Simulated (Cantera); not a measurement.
Feed: 1 mol CH3F, 1.1 mol F2, equilibrated at 1150 K and 0.0430 bar.

Cantera equilibrium calculation (NASA polynomials, part measured and part estimated; ideal gas, pure solids and liquids). Gases not in the tables: C2F6 and larger saturated fluorocarbons. Equilibrium is a limit: real reactors are often held back by kinetics, nucleation or transport.

| species | before | after |
|---|---|---|
| HF | 0.984 | 0.979 |
| CF4 | 0.0164 | 0.0129 |
| CF2 | 2.80e-8 | 0.00488 |
| F | 3.32e-9 | 0.00311 |
| CF3 | 1.23e-8 | 0.000203 |
| CF | <1e-9 | 1.26e-5 |
| C(graphite), mol | 0.950 | 0.945 |
Gas species are given as mole fractions.

Q: Name the change that produced these shifts.
(A) F2 from 1.1 to 2 mol
(B) F2 from 1.1 to 0.042 mol
(C) F2 from 1.1 to 0.12 mol
(D) temperature from 1150 K to 1973 K

A: D, temperature from 1150 K to 1973 K
